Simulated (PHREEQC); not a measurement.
0.018 g of hydrous ferric oxide (600 m²/g; 0.2 weak and 0.005 strong sites per Fe, Dzombak-Morel constants, diffuse double layer) in 1 kg of water with 0.3 mol/kgw of an inert sodium salt and 2.6e-05 mol/kgw PbCl2 and 2e-05 mol/kgw Na2SO4, at 25 °C; the pH is set by adding NaOH or the inert anion's acid. Oxygen alone is held at its pressure in air (log pO2 = -0.68). The system is closed to CO2. Precipitation was switched off in this run.

Equilibrium calculation in PHREEQC: ion-association model, wateq4f.dat.

Q: Predict Pb sorbed (%), S sorbed (%) at pH = 5.5, 8.

A: 
```csv
pH,Pb sorbed (%),S sorbed (%)
5.5,9.8,5.2
8,93.1,0.2
```

Along this series the solution becomes supersaturated in solids that the run did not let form, among them Pb(OH)2.
